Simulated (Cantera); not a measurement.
# Low-pressure radical oxidation in H2/O2

An isothermal, constant-pressure homogeneous reactor starts with H₂ : O₂ = 0.068 : 1 (molar parts), equivalence ratio 0.034, at 1075 K and 0.00592 atm.

Cantera simulation using GRI-Mech 3.0 (53 species, 325 reactions); the numbers are that mechanism's predictions, not measurements. Radical loss at walls, strong at low pressure, is not modelled. The temperature is held fixed by assumption; the heat of reaction is taken as removed at once.

```
t (s)         x H₂   x O₂    x H₂O₂     x HO₂       x H
--------  --------  -----  --------  --------  --------
1.00e-6     0.0637  0.936    <1e-12  1.75e-12  1.75e-12
3.35e-6     0.0637  0.936    <1e-12  5.87e-12  5.82e-12
1.12e-5     0.0637  0.936    <1e-12  1.97e-11  1.91e-11
3.76e-5     0.0637  0.936    <1e-12  6.59e-11  6.03e-11
0.000126    0.0637  0.936    <1e-12  2.21e-10  1.78e-10
0.000422    0.0637  0.936    <1e-12  7.42e-10  5.99e-10
0.00141     0.0637  0.936  1.22e-12   2.52e-9   6.93e-9
0.00474     0.0636  0.936  4.02e-11   9.01e-8   1.16e-5
0.0159     0.00147  0.895   5.02e-8   2.80e-6    0.0144
0.0532    0.000878  0.908   4.87e-8   2.64e-6   0.00764
0.178     0.000303  0.926   5.50e-8   2.04e-6   0.00145
0.597      4.02e-5  0.933   4.47e-8   8.69e-7   6.94e-5
2.00       3.95e-6  0.934   2.12e-8   1.94e-7   2.21e-6
```
x: mole fraction; the columns are a selection and need not sum to one.

Equilibrium at this temperature and pressure: H₂ 6.20e-10, O₂ 0.934, H₂O₂ 3.39e-11, HO₂ 1.97e-9, H 4.75e-12 (gas phase only).
